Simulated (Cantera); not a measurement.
Feed: 1 mol CS2, 0.0086 mol SO2, 2.3 mol O2, equilibrated at 1073 K and 1.00 bar.

Cantera equilibrium calculation (NASA polynomials, part measured and part estimated; ideal gas, pure solids and liquids). Candidate condensed phases: C, S; 22 gas species. Gases not in the tables: S3 to S7. The numbers say what is thermodynamically allowed, not how fast it happens.

Base state: SO2 0.490, CO2 0.374, S2 0.124, S2O 0.00828, CO 0.00153, COS 0.00111, SO 7.42e-5 (mole fractions); condensed: gas only.

What changes in the equilibrium state with this change: temperature from 1073 K to 3023 K?


```csv
species,before,after
SO2,0.490,0.410
CO,0.00153,0.234
SO,7.42e-5,0.204
CO2,0.374,0.0890
O2,<1e-9,0.0189
O,<1e-9,0.0168
S,1.43e-8,0.0211
S2,0.124,0.00610
SO3,6.01e-8,4.88e-5
COS,0.00111,7.32e-5
S2O,0.00828,0.000575
```
